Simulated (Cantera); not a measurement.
A perfectly stirred reactor is fed with C3H8 : O2 : N2 = 1 : 5.75 : 21.6 (molar parts), at 0.987 atm; it is adiabatic with a 675 K inlet, and is followed from long to short residence time, starting on the burning branch (τ in s: 0.026, 0.0097, 0.0035, 0.0013, 0.00047, 0.00017, 6.3e-05, 2.3e-05, 8.4e-06, 3.1e-06).

Model: GRI-Mech 3.0 (53 species, 325 reactions), integrated in Cantera. GRI-Mech 3.0 was tuned for natural gas; its chemistry of propane as a main component is partial and can be far from experiment.

One state of this run: T (K) = 2246; x C3H8 = 2.05e-6; x O2 = 0.0331; x CH4 = 7.12e-7; x OH = 0.00879; x CH3 = 5.70e-6; x NO = 0.000531. x: mole fraction; the columns are a selection and need not sum to one.

### Question
Which value of τ (s) does it belong to?
A. 2.3e-5
B. 8.4e-6
C. 0.0035
D. 3.1e-6

### Answer
C, 0.0035
